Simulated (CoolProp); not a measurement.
Vapour-liquid equilibrium of isohexane (1) + n-hexane (2) at 282 K; x and y are mole fractions of (1).

Values from CoolProp's multi-fluid Helmholtz-energy mixture model, Lemmon 2006 and Thol 2019; pair parameters Bell 2016.

```json
[
 {"x": "0.05", "bubble pressure (MPa)": "0.009767", "y at the bubble point": "0.073", "dew pressure at overall composition x (MPa)": "0.009692", "liquid density (mol/L)": "7.763"},
 {"x": "0.125", "bubble pressure (MPa)": "0.01012", "y at the bubble point": "0.175", "dew pressure at overall composition x (MPa)": "0.009944", "liquid density (mol/L)": "7.757"},
 {"x": "0.2", "bubble pressure (MPa)": "0.01047", "y at the bubble point": "0.271", "dew pressure at overall composition x (MPa)": "0.01021", "liquid density (mol/L)": "7.751"},
 {"x": "0.275", "bubble pressure (MPa)": "0.01081", "y at the bubble point": "0.359", "dew pressure at overall composition x (MPa)": "0.01049", "liquid density (mol/L)": "7.745"},
 {"x": "0.35", "bubble pressure (MPa)": "0.01115", "y at the bubble point": "0.442", "dew pressure at overall composition x (MPa)": "0.01078", "liquid density (mol/L)": "7.740"},
 {"x": "0.425", "bubble pressure (MPa)": "0.01149", "y at the bubble point": "0.519", "dew pressure at overall composition x (MPa)": "0.01108", "liquid density (mol/L)": "7.734"},
 {"x": "0.5", "bubble pressure (MPa)": "0.01181", "y at the bubble point": "0.592", "dew pressure at overall composition x (MPa)": "0.01140", "liquid density (mol/L)": "7.729"},
 {"x": "0.575", "bubble pressure (MPa)": "0.01213", "y at the bubble point": "0.661", "dew pressure at overall composition x (MPa)": "0.01173", "liquid density (mol/L)": "7.723"},
 {"x": "0.65", "bubble pressure (MPa)": "0.01245", "y at the bubble point": "0.727", "dew pressure at overall composition x (MPa)": "0.01208", "liquid density (mol/L)": "7.718"},
 {"x": "0.725", "bubble pressure (MPa)": "0.01275", "y at the bubble point": "0.789", "dew pressure at overall composition x (MPa)": "0.01244", "liquid density (mol/L)": "7.713"},
 {"x": "0.8", "bubble pressure (MPa)": "0.01305", "y at the bubble point": "0.849", "dew pressure at overall composition x (MPa)": "0.01281", "liquid density (mol/L)": "7.708"},
 {"x": "0.875", "bubble pressure (MPa)": "0.01335", "y at the bubble point": "0.907", "dew pressure at overall composition x (MPa)": "0.01319", "liquid density (mol/L)": "7.703"},
 {"x": "0.95", "bubble pressure (MPa)": "0.01364", "y at the bubble point": "0.963", "dew pressure at overall composition x (MPa)": "0.01357", "liquid density (mol/L)": "7.699"}
]
```

No azeotrope shows between x = 0.05 and 0.95.

The pair parameters rest on a limited set of measurements; away from them the model extrapolates.
